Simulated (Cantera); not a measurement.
# Thermal oxidation and active oxidation of silicon: Si + N2O + H2 + O2

Charge: 1 mol Si, 0.72 mol N2O, 760 mol H2, 0.015 mol O2, held at 0.133 bar.

These are equilibrium values from Cantera (NASA tables, ideal gas, pure condensed phases), not measurements of a reactor. Candidate condensed phases: H2O, Si, SiO2, Si2N2O, Si3N4; 35 gas species. Mutual solubility and eutectic melting of coexisting phases are not modelled. The tables hold silica as quartz up to 1696 K and as liquid above; real silica turns to tridymite and cristobalite and melts near 1996 K. Gases not in the tables: Si2H6 and higher silanes. The numbers say what is thermodynamically allowed, not how fast it happens.

```json
[
 {"T (°C)": "1050", "x H2": "1.000", "x H": "4.34e-6", "x SiO": "2.02e-6", "x N2": "0.000393", "x Si": "<1e-12", "x SiH2": "4.68e-11", "n SiO2(β-quartz)": "0.157", "n Si2N2O(s)": "0.421", "n Si(s)": "0", "n Si(l)": "0"},
 {"T (°C)": "1100", "x H2": "1.000", "x H": "9.12e-6", "x SiO": "1.07e-5", "x N2": "0.000395", "x Si": "3.50e-12", "x SiH2": "3.02e-10", "n SiO2(β-quartz)": "0.153", "n Si2N2O(s)": "0.419", "n Si(s)": "0", "n Si(l)": "0"},
 {"T (°C)": "1150", "x H2": "1.000", "x H": "1.82e-5", "x SiO": "4.99e-5", "x N2": "0.000407", "x Si": "3.65e-11", "x SiH2": "1.67e-9", "n SiO2(β-quartz)": "0.142", "n Si2N2O(s)": "0.410", "n Si(s)": "0", "n Si(l)": "0"},
 {"T (°C)": "1200", "x H2": "0.999", "x H": "3.46e-5", "x SiO": "0.000203", "x N2": "0.000457", "x Si": "3.05e-10", "x SiH2": "7.80e-9", "n SiO2(β-quartz)": "0.101", "n Si2N2O(s)": "0.372", "n Si(s)": "0", "n Si(l)": "0"},
 {"T (°C)": "1250", "x H2": "0.999", "x H": "6.33e-5", "x SiO": "0.000607", "x N2": "0.000593", "x Si": "2.35e-9", "x SiH2": "3.48e-8", "n SiO2(β-quartz)": "0", "n Si2N2O(s)": "0.269", "n Si(s)": "0", "n Si(l)": "0"},
 {"T (°C)": "1300", "x H2": "0.999", "x H": "0.000111", "x SiO": "0.000652", "x N2": "0.000615", "x Si": "5.05e-8", "x SiH2": "4.49e-7", "n SiO2(β-quartz)": "0", "n Si2N2O(s)": "0.252", "n Si(s)": "0", "n Si(l)": "0"},
 {"T (°C)": "1350", "x H2": "0.999", "x H": "0.000189", "x SiO": "0.000664", "x N2": "0.000624", "x Si": "9.61e-7", "x SiH2": "5.29e-6", "n SiO2(β-quartz)": "0", "n Si2N2O(s)": "0.245", "n Si(s)": "0", "n Si(l)": "0"},
 {"T (°C)": "1400", "x H2": "0.998", "x H": "0.000312", "x SiO": "0.000985", "x N2": "0.000945", "x Si": "3.13e-6", "x SiH2": "1.10e-5", "n SiO2(β-quartz)": "0", "n Si2N2O(s)": "0", "n Si(s)": "0.238", "n Si(l)": "0"},
 {"T (°C)": "1450", "x H2": "0.998", "x H": "0.000499", "x SiO": "0.000984", "x N2": "0.000945", "x Si": "7.38e-6", "x SiH2": "1.69e-5", "n SiO2(β-quartz)": "0", "n Si2N2O(s)": "0", "n Si(s)": "0", "n Si(l)": "0.228"},
 {"T (°C)": "1500", "x H2": "0.997", "x H": "0.000778", "x SiO": "0.000984", "x N2": "0.000945", "x Si": "1.60e-5", "x SiH2": "2.46e-5", "n SiO2(β-quartz)": "0", "n Si2N2O(s)": "0", "n Si(s)": "0", "n Si(l)": "0.213"},
 {"T (°C)": "1550", "x H2": "0.997", "x H": "0.00118", "x SiO": "0.000984", "x N2": "0.000945", "x Si": "3.32e-5", "x SiH2": "3.50e-5", "n SiO2(β-quartz)": "0", "n Si2N2O(s)": "0", "n Si(s)": "0", "n Si(l)": "0.187"},
 {"T (°C)": "1600", "x H2": "0.996", "x H": "0.00176", "x SiO": "0.000984", "x N2": "0.000944", "x Si": "6.61e-5", "x SiH2": "4.89e-5", "n SiO2(β-quartz)": "0", "n Si2N2O(s)": "0", "n Si(s)": "0", "n Si(l)": "0.143"}
]
```
x: gas mole fraction; n: condensed amount in mol.

From 1050 °C to 1200 °C the condensed part is SiO2(β-quartz) + Si2N2O(s). From 1250 °C to 1350 °C the condensed part is Si2N2O(s). At 1400 °C the condensed part is Si(s). From 1450 °C to 1600 °C the condensed part is Si(l). The main Si-bearing gas is SiO throughout. The share of Si in condensed phases is highest at 1050 °C (99.8 %) and lowest at 1600 °C (14.3 %).
